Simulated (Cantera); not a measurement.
**Transport properties of process gases**

Gas mixture: 80.3 % C2H2, 19.7 % N2, at 32.3 Torr, frozen composition.

Cantera's kinetic-theory transport with the Lennard-Jones parameters of GRI-Mech 3.0, ideal gas; thermal conductivity in the mixture-averaged form. The composition is frozen, though it would react at the higher temperatures.

| T (K) | ρ (kg/m³) | cp (J/kg/K) | μ (µPa s) | λ (mW/m/K) | Pr | D (cm²/s) C2H2 | D (cm²/s) H | D (cm²/s) NO |
|---|---|---|---|---|---|---|---|---|
| 400 | 0.0342 | 1746 | 15.0 | 35.1 | 0.744 | 6.61 | 38.4 | 6.75 |
| 650 | 0.0210 | 2036 | 21.9 | 59.3 | 0.752 | 15.4 | 90.5 | 15.7 |
| 900 | 0.0152 | 2238 | 27.7 | 82.1 | 0.754 | 26.8 | 158 | 27.3 |
| 1150 | 0.0119 | 2400 | 32.7 | 104 | 0.757 | 40.5 | 239 | 41.1 |
| 1400 | 0.00976 | 2527 | 37.4 | 124 | 0.759 | 56.3 | 333 | 57.1 |
| 1650 | 0.00828 | 2626 | 41.6 | 144 | 0.759 | 74.0 | 438 | 75.1 |
| 1900 | 0.00719 | 2702 | 45.7 | 163 | 0.759 | 93.5 | 554 | 95.0 |
| 2150 | 0.00636 | 2763 | 49.5 | 180 | 0.759 | 115 | 681 | 117 |
D: mixture-averaged diffusion coefficient of that species in the mixture.
